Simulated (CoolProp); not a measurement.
Vapour pressure (kPa) of hydrogen chloride: the reference equation beside estimates from Tc = 324.7 K, pc = 8314 kPa, ω = 0.130.

The numbers come from the reference Helmholtz-energy equation of state, Thol 2018 in CoolProp.

```csv
T (K),reference,van der Waals,Redlich-Kwong,Peng-Robinson
208.9,289.3,1068,341.9,286.5
219.1,448.0,1379,529.4,445.7
229.3,665.7,1743,783.1,664.8
239.5,955.0,2166,1114,957.0
249.7,1329,2649,1534,1336
259.9,1802,3196,2053,1817
270.1,2389,3809,2683,2414
280.3,3107,4492,3432,3145
290.5,3975,5245,4311,4025
```

Absolute difference from the reference over all 9 rows, mean and median: van der Waals 119.8 and 99.3 %, Redlich-Kwong 14.6 and 15.4 %, Peng-Robinson 0.7 and 0.8 %.
